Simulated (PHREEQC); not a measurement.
Make-up at 25 °C: 18 mmol/kgw HNO3, 19 mmol/kgw AlCl3 and 67 mmol/kgw MgCl2. It is in equilibrium with CO2 at log p = -1 (atm). Otherwise closed; pH follows from the charge balance.

Model: ion-association model, phreeqc.dat, run in PHREEQC.

```json
[
 {"quantity": "pH", "before": "1.85", "after": "2.14"},
 {"quantity": "AlOH+2 (mol/kgw)", "before": "5.37e-6", "after": "5.59e-6"},
 {"quantity": "HCO3- (mol/kgw)", "before": "1.50e-7", "after": "2.75e-7"},
 {"quantity": "Al(OH)2+ (mol/kgw)", "before": "1.09e-9", "after": "2.62e-9"},
 {"quantity": "SI of Gibbsite (Al(OH)3)", "before": "-5.26", "after": "-4.57"}
]
```

What was changed between the two runs?
A. diluted 100-fold with water
B. 0.017 mol/kgw CuSO4 added
C. diluted 2-fold with water
D. MgCl2 left out
E. temperature from 25 to 5 °C

C, diluted 2-fold with water

Precipitation was switched off in this run.
